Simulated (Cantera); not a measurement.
Feed: 1 mol SiHCl3, 12 mol N2, equilibrated at 353 Torr.

These are equilibrium values from Cantera (NASA tables, ideal gas, pure condensed phases), not measurements of a reactor. Candidate condensed phases: NH4Cl, Si, Si3N4; 28 gas species. N2 is the only nitrogen source here; it is nearly inert below about 1500 K, so the nitride shown seldom forms there in practice. The tables' values for SiCl3 are old estimates; treat these amounts as uncertain. Rates play no part. All values below are at 1248 K.

Base state: N2 0.889, HCl 0.0626, SiCl4 0.0408, H2 0.00662, SiCl3 0.000603, SiHCl3 0.000152, SiCl2 6.44e-5 (mole fractions); condensed: Si3N4(s).

Task: What changes in the equilibrium state with this change: N2 from 12 to 34 mol?

Result: 
```json
[
 {"species": "N2", "before": "0.889", "after": "0.958"},
 {"species": "HCl", "before": "0.0626", "after": "0.0250"},
 {"species": "SiCl4", "before": "0.0408", "after": "0.0148"},
 {"species": "SiHCl3", "before": "0.000152", "after": "3.56e-5"},
 {"species": "H2", "before": "0.00662", "after": "0.00171"},
 {"species": "SiCl3", "before": "0.000603", "after": "0.000279"},
 {"species": "SiCl2", "before": "6.44e-5", "after": "3.79e-5"},
 {"species": "Si3N4(s), mol", "before": "0.151", "after": "0.155"}
]
```
